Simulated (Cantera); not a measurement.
Input: 1 mol CuO, 9.6 mol HF, 0.32 mol H2, at 1427 °C and 0.0120 Torr.

Equilibrium computed with Cantera from the NASA thermochemical tables; the gas is ideal and each condensed phase is pure. Candidate condensed phases: Cu, CuF2, CuO, Cu(OH)2, Cu2O, H2O; 27 gas species. Rates play no part.

Base state: HF 0.848, Cu 0.0820, H2O 0.0297, O2 0.0278, CuF 0.00701, OH 0.00189, O 0.00186, H 0.00110 (mole fractions); condensed: gas only.

Problem. What changes in the equilibrium state with this change: temperature from 1427 °C to 725 °C?

Solution. 
| species | before | after |
|---|---|---|
| HF | 0.848 | 0.959 |
| H2O | 0.0297 | 0.0321 |
| O2 | 0.0278 | 0.00899 |
| Cu | 0.0820 | 1.45e-7 |
| CuF | 0.00701 | 0.000228 |
| H | 0.00110 | <1e-9 |
| O | 0.00186 | 3.51e-9 |
| H2 | 0.000894 | 6.96e-9 |
| F | 0.000102 | <1e-9 |
| OH | 0.00189 | 4.50e-7 |
| Cu2O(s), mol | 0 | 0.499 |
